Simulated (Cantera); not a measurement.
A freely propagating, adiabatic, planar premixed flame of 31.7 % CO, 4.12 % H2, 1.65 % CH4, 16.3 % O2, 45.7 % N2, 0.476 % CO2, unburnt at 600 K and 9.87 atm; mixture-averaged transport, grid criteria slope 0.08 and curve 0.16, no radiation.

Detailed kinetics in Cantera: GRI-Mech 3.0 (53 species, 325 reactions). Burning velocities carry a grid error of a few per cent, more on coarse grids.

x: mole fraction of selected species; z is measured from the peak of heat release.

```
z (mm)    T (K)  u (m/s)   x CO     x H2     x CH4      x H2O2     x CH3    x O2
--------  -----  -------  -----  -------  --------  ----------  --------  ------
-0.106      600     1.98  0.317   0.0411    0.0165       <1e-8     <1e-8   0.163
-0.0708     600     1.98  0.317   0.0406    0.0165  (withheld)     <1e-8   0.163
-0.0531     601     1.98  0.318   0.0396    0.0165  (withheld)     <1e-8   0.164
-0.0354     607     1.99  0.318   0.0371    0.0165  (withheld)   4.58e-8   0.164
-0.0177     716     2.33  0.317   0.0293    0.0155  (withheld)   4.76e-6   0.160
-0.00885   1075     3.48  0.304   0.0220    0.0111  (withheld)  0.000106   0.142
0          1586     5.05  0.273   0.0138   0.00317  (withheld)  0.000252   0.102
0.00885    1910     5.96  0.231  0.00833  0.000197  (withheld)   4.04e-5  0.0655
0.0177     2091     6.41  0.199  0.00720   5.24e-6  (withheld)   1.72e-6  0.0463
0.0354     2290     6.89  0.169  0.00744     <1e-8  (withheld)     <1e-8  0.0314
0.0708     2471     7.33  0.152  0.00694     <1e-8  (withheld)     <1e-8  0.0224
0.142      2614     7.67  0.139  0.00609     <1e-8  (withheld)     <1e-8  0.0157
0.283      2708     7.89  0.130  0.00549     <1e-8  (withheld)     <1e-8  0.0108
```

Complete the blanks.


- -0.0708, x H2O2: 4.90e-8
- -0.0531, x H2O2: 4.93e-7
- -0.0354, x H2O2: 4.33e-6
- -0.0177, x H2O2: 7.97e-5
- -0.00885, x H2O2: 0.000146
- 0, x H2O2: 9.02e-6
- 0.00885, x H2O2: 1.80e-6
- 0.0177, x H2O2: 1.14e-6
- 0.0354, x H2O2: 6.90e-7
- 0.0708, x H2O2: 4.51e-7
- 0.142, x H2O2: 3.32e-7
- 0.283, x H2O2: 2.76e-7
